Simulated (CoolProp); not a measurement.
Vapour-liquid equilibrium of isohexane (1) + n-hexane (2) at 0.524 bar; x and y are mole fractions of (1).

Model: multi-fluid Helmholtz-energy mixture model, Lemmon 2006 and Thol 2019; pair parameters Bell 2016, in CoolProp.

**Question.** Give the bubble temperature and the first vapour's composition at x = 0.05, 0.55, 0.85. Is there an azeotrope?

**Answer.** x = 0.05: 321.8 K, y = 0.067; x = 0.55: 317.2 K, y = 0.621; x = 0.85: 315.0 K, y = 0.881. No azeotrope shows between x = 0.05 and 0.95.

Pair parameters are fitted to limited data, so mixtures are less certain than the pure fluids.
